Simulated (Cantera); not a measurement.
A freely propagating, adiabatic, planar premixed flame of H₂ : O₂ : N₂ = 1 : 0.192 : 0.723 (molar parts), unburnt at 550 K and 1.40 bar; mixture-averaged transport, grid criteria slope 0.08 and curve 0.16, no radiation.

Cantera simulation using the H2/O2 subset of GRI-Mech 3.0, which has no nitrogen chemistry; the numbers are that mechanism's predictions, not measurements. Burning velocities carry a grid error of a few per cent, more on coarse grids.

Q: How do the results move with these cheaper or finer settings: unity-Lewis-number transport; multicomponent transport; multicomponent+Soret transport; grid criteria slope 0.5, curve 1; grid criteria slope 0.25, curve 0.5; grid criteria slope 0.03, curve 0.06?

A: 
| setting | laminar burning velocity | thermal thickness | peak x(HO₂) | peak x(OH) | grid points |
|---|---|---|---|---|---|
| as above | 722 cm/s | 0.295 mm | 0.000341 | 0.00201 | 126 |
| unity-Lewis-number transport | 442 cm/s | 0.278 mm | 0.000257 | 0.00207 | 107 |
| multicomponent transport | 706 cm/s | 0.299 mm | 0.000339 | 0.00200 | 126 |
| multicomponent+Soret transport | 685 cm/s | 0.292 mm | 0.000344 | 0.00200 | 126 |
| grid criteria slope 0.5, curve 1 | 799 cm/s | 0.414 mm | 0.000315 | 0.00212 | 40 |
| grid criteria slope 0.25, curve 0.5 | 743 cm/s | 0.329 mm | 0.000333 | 0.00208 | 59 |
| grid criteria slope 0.03, curve 0.06 | 718 cm/s | 0.289 mm | 0.000343 | 0.00203 | 270 |
Unity Lewis numbers drop preferential diffusion, which matters most where H2 and H carry the flame; Soret adds thermal diffusion.
